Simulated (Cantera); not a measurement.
Input: 1 mol CuO, 1.3 mol F₂, 0.59 mol H₂, held at 0.00220 bar.

Method: chemical equilibrium by Gibbs-energy minimisation in Cantera with the NASA 1993 tables (ideal gas, pure condensed phases). Candidate condensed phases: Cu, CuF₂, CuO, Cu(OH)₂, Cu₂O, H₂O; 27 gas species. Kinetics and transport are ignored.

x: gas mole fraction; nothing condenses.

```tsv
T (K)	x HF	x CuF	x O₂	x CuF₂	x F	x O
1400	0.440	0.217	0.187	0.156	0.000262	8.71e-6
1450	0.440	0.217	0.186	0.156	0.000708	1.85e-5
1500	0.440	0.218	0.186	0.155	___	___
1550	0.438	0.220	0.186	0.152	0.00414	7.19e-5
1600	0.436	0.223	0.185	0.146	0.00889	0.000133
1650	0.433	0.230	0.183	0.137	___	___
1700	0.427	0.240	0.181	0.121	0.0305	0.000405
1750	0.419	0.254	0.177	0.102	0.0478	0.000671
1800	0.411	0.268	0.173	0.0793	0.0671	0.00108
1850	0.402	0.283	0.170	0.0579	0.0856	0.00169
1900	0.395	0.294	0.166	0.0400	0.101	0.00259
```

Problem. What belongs in the gaps?

Solution. 
- 1650, x F: 0.0174
- 1650, x O: 0.000236
- 1500, x F: 0.00178
- 1500, x O: 3.73e-5
